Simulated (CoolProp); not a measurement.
R245fa along the isotherm 166.85 °C: fugacity coefficient from the reference equation and from simpler models built on Tc = 153.9 °C, pc = 3.651 MPa, ω = 0.378; each cubic takes its own stable root.

Values from CoolProp's reference Helmholtz-energy equation of state, Akasaka 2015.

| p (MPa) | phase | reference | van der Waals | Redlich-Kwong | Soave-Redlich-Kwong | Peng-Robinson |
|---|---|---|---|---|---|---|
| 1.4 | gas | 0.8878 | 0.8949 | 0.8828 | 0.8854 | 0.8731 |
| 2.81 | gas | 0.7762 | 0.7887 | 0.7684 | 0.7738 | 0.7531 |
| 4.21 | supercritical | 0.6606 | 0.6709 | 0.6506 | 0.6611 | 0.6364 |
| 5.62 | supercritical | 0.5398 | 0.5564 | 0.5355 | 0.5498 | 0.5253 |
| 7.02 | supercritical | 0.4607 | 0.4862 | 0.4621 | 0.4758 | 0.4514 |
| 8.43 | supercritical | 0.4073 | 0.4398 | 0.4124 | 0.4254 | 0.4009 |
| 9.83 | supercritical | 0.3698 | 0.4080 | 0.3774 | 0.3898 | 0.3650 |
| 11.2 | supercritical | 0.3426 | 0.3858 | 0.3520 | 0.3639 | 0.3387 |
| 12.6 | supercritical | 0.3213 | 0.3693 | 0.3323 | 0.3438 | 0.3181 |
| 14 | supercritical | 0.3049 | 0.3574 | 0.3170 | 0.3283 | 0.3020 |
| 15.4 | supercritical | 0.2919 | 0.3488 | 0.3051 | 0.3162 | 0.2892 |
| 16.9 | supercritical | 0.2809 | 0.3426 | 0.2951 | 0.3061 | 0.2783 |
| 18.3 | supercritical | 0.2728 | 0.3390 | 0.2879 | 0.2987 | 0.2701 |
